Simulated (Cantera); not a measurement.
A closed system holds: 1 mol CsOH, 3.7 mol H2, at 1750 K and 0.440 bar.

These are equilibrium values from Cantera (NASA tables, ideal gas, pure condensed phases), not measurements of a reactor. Candidate condensed phases: Cs, CsOH, H2O; 15 gas species. Equilibrium is a limit: real reactors are often held back by kinetics, nucleation or transport.

Base state: H2 0.689, H2O 0.110, Cs 0.110, CsOH 0.0913, H 0.000291, Cs2 2.47e-5 (mole fractions); condensed: gas only.

Problem. What changes in the equilibrium state with this change: CsOH replaced by MgSO4?

Solution. 
```json
[
 {"species": "H2O", "before": "0.110", "after": "0.629"},
 {"species": "H2", "before": "0.689", "after": "0.204"},
 {"species": "S2", "before": "0", "after": "0.0703"},
 {"species": "Cs", "before": "0.110", "after": "0"},
 {"species": "CsOH", "before": "0.0913", "after": "0"},
 {"species": "H2S", "before": "0", "after": "0.0462"},
 {"species": "SO2", "before": "0", "after": "0.0403"},
 {"species": "SH", "before": "0", "after": "0.00454"},
 {"species": "SO", "before": "0", "after": "0.00437"},
 {"species": "S2O", "before": "0", "after": "0.00106"},
 {"species": "MgO(s), mol", "before": "0", "after": "1.000"}
]
```
Further candidate phases: H2SO4, Mg, MgO, Mg(OH)2, MgS, MgSO4, S.
